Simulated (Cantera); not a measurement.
A closed system holds: 1 mol TiO2, 5 mol CH4, 3.1 mol H2, equilibrated at 10.0 mbar.

These are equilibrium values from Cantera (NASA tables, ideal gas, pure condensed phases), not measurements of a reactor. Candidate condensed phases: C, C6H6, C7H8, C8H18, H2O, Ti, TiC, TiO, TiO2, Ti2O3, Ti3O5, Ti4O7; 113 gas species. TiC: taken at fixed stoichiometry. The numbers say what is thermodynamically allowed, not how fast it happens.

x: gas mole fraction; n: condensed amount in mol.

```json
[
 {"T (°C)": "1150", "x H2": "0.867", "x H": "6.19e-5", "x CO": "0.132", "x C2H2 (acetylene)": "2.98e-6", "x Ti": "<1e-12", "x C2H": "<1e-12", "x C3": "<1e-12", "n C(graphite)": "2.00", "n TiC(s)": "1.00"},
 {"T (°C)": "1250", "x H2": "0.867", "x H": "0.000215", "x CO": "0.132", "x C2H2 (acetylene)": "1.02e-5", "x Ti": "<1e-12", "x C2H": "5.51e-12", "x C3": "<1e-12", "n C(graphite)": "2.00", "n TiC(s)": "1.00"},
 {"T (°C)": "1350", "x H2": "0.867", "x H": "0.000644", "x CO": "0.132", "x C2H2 (acetylene)": "3.02e-5", "x Ti": "9.25e-12", "x C2H": "8.52e-11", "x C3": "<1e-12", "n C(graphite)": "2.00", "n TiC(s)": "1.00"},
 {"T (°C)": "1450", "x H2": "0.866", "x H": "[?]", "x CO": "0.132", "x C2H2 (acetylene)": "[?]", "x Ti": "[?]", "x C2H": "[?]", "x C3": "<1e-12", "n C(graphite)": "2.00", "n TiC(s)": "1.00"},
 {"T (°C)": "1550", "x H2": "0.864", "x H": "[?]", "x CO": "0.132", "x C2H2 (acetylene)": "[?]", "x Ti": "[?]", "x C2H": "[?]", "x C3": "[?]", "n C(graphite)": "1.99", "n TiC(s)": "1.00"},
 {"T (°C)": "1650", "x H2": "0.859", "x H": "0.00873", "x CO": "0.132", "x C2H2 (acetylene)": "0.000388", "x Ti": "1.62e-8", "x C2H": "5.62e-8", "x C3": "3.85e-10", "n C(graphite)": "1.99", "n TiC(s)": "1.00"},
 {"T (°C)": "1750", "x H2": "0.850", "x H": "0.0175", "x CO": "0.131", "x C2H2 (acetylene)": "0.000760", "x Ti": "1.18e-7", "x C2H": "3.16e-7", "x C3": "4.85e-9", "n C(graphite)": "1.98", "n TiC(s)": "1.000"},
 {"T (°C)": "1850", "x H2": "0.836", "x H": "0.0328", "x CO": "0.130", "x C2H2 (acetylene)": "0.00138", "x Ti": "7.17e-7", "x C2H": "1.51e-6", "x C3": "4.79e-8", "n C(graphite)": "1.96", "n TiC(s)": "1.000"},
 {"T (°C)": "1950", "x H2": "0.811", "x H": "0.0577", "x CO": "0.129", "x C2H2 (acetylene)": "0.00235", "x Ti": "3.68e-6", "x C2H": "6.18e-6", "x C3": "3.83e-7", "n C(graphite)": "1.93", "n TiC(s)": "1.000"},
 {"T (°C)": "2050", "x H2": "0.774", "x H": "0.0958", "x CO": "0.126", "x C2H2 (acetylene)": "0.00375", "x Ti": "1.64e-5", "x C2H": "2.22e-5", "x C3": "2.55e-6", "n C(graphite)": "1.88", "n TiC(s)": "1.000"},
 {"T (°C)": "2150", "x H2": "0.721", "x H": "0.151", "x CO": "0.122", "x C2H2 (acetylene)": "0.00558", "x Ti": "6.43e-5", "x C2H": "7.07e-5", "x C3": "1.44e-5", "n C(graphite)": "1.81", "n TiC(s)": "0.999"},
 {"T (°C)": "2250", "x H2": "0.650", "x H": "0.224", "x CO": "0.118", "x C2H2 (acetylene)": "0.00774", "x Ti": "0.000226", "x C2H": "0.000201", "x C3": "7.09e-5", "n C(graphite)": "1.73", "n TiC(s)": "0.996"}
]
```

Problem. Complete the blanks.

Solution. 
- 1550, x H: 0.00403
- 1550, x C2H2 (acetylene): 0.000183
- 1550, x Ti: 1.77e-9
- 1550, x C2H: 8.21e-9
- 1550, x C3: 2.29e-11
- 1450, x H: 0.00170
- 1450, x C2H2 (acetylene): 7.84e-5
- 1450, x Ti: 1.49e-10
- 1450, x C2H: 9.56e-10
